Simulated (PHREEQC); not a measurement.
Dissolve 0.0081 mol/kgw ZnCl2, 0.00066 mol/kgw H3BO3 and 0.0042 mol/kgw H2SO4 at 20 °C. Closed to the air; pH follows from the charge balance.

Model: ion-association model, phreeqc.dat, run in PHREEQC.

Each row changes one thing in this solution. Precipitation was switched off in this run.

| case | pH | ionic strength (mol/kgw) | SO4-2 (mol/kgw) | ZnSO4 (mol/kgw) | HSO4- (mol/kgw) | ZnCl+ (mol/kgw) |
|---|---|---|---|---|---|---|
| as made | 2.18 | 0.0309 | 0.00232 | 0.00101 | 0.000833 | 0.000127 |
| 0.00016 mol/kgw KOH added | 2.19 | 0.0309 | 0.00233 | 0.00101 | 0.000820 | 0.000127 |
| H3BO3 left out | 2.18 | 0.0309 | 0.00232 | 0.00101 | 0.000833 | 0.000127 |
| temperature from 20 to 60 °C | 2.22 | 0.0291 | 0.00178 | 0.000914 | [?] | 0.000566 |
| H3BO3 from 0.00066 to 0.000132 mol/kgw | 2.18 | 0.0309 | 0.00232 | 0.00101 | 0.000833 | 0.000127 |
| H2SO4 replaced by FeSO4 at the same molality | [?] | 0.0346 | 0.00265 | 0.00107 | 2.94e-7 | 0.000122 |

Question: Fill in the missing entries.

Answer: 
- temperature from 20 to 60 °C, HSO4- (mol/kgw): 0.00149
- H2SO4 replaced by FeSO4 at the same molality, pH: 5.68

Complexes and solids missing from the database can't appear. At this temperature some constants are extrapolated from 25 °C, and those without enthalpy data are left unchanged.
